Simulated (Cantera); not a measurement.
A perfectly stirred reactor is fed with CH4 : N2 = 1 : 120 (molar parts), at 0.0132 atm; it is held at 1775 K, and followed from long to short residence time.

Model: GRI-Mech 3.0 (53 species, 325 reactions), integrated in Cantera. GRI-Mech 3.0 stops at C3 and has no aromatics, soot or wall deposition, so with more carbon than oxygen in the feed, carbon stays in small species such as C2H2 where larger ones or solid carbon would form. Radical loss at walls, strong at low pressure, is not modelled.

One state of this run: x CH4 = 0.00463; x CH2 = 8.29e-7; x C2H = 5.44e-8; x C2H2 = 0.00149; x H2 = 0.00492; x CH3 = 0.000315; x HCN = 1.90e-6. x: mole fraction; the columns are a selection and need not sum to one.

**Question.** Which value of τ (s) does it belong to?
A) 0.64
B) 0.22
C) 0.0027
D) 0.072

**Answer.** B, 0.22
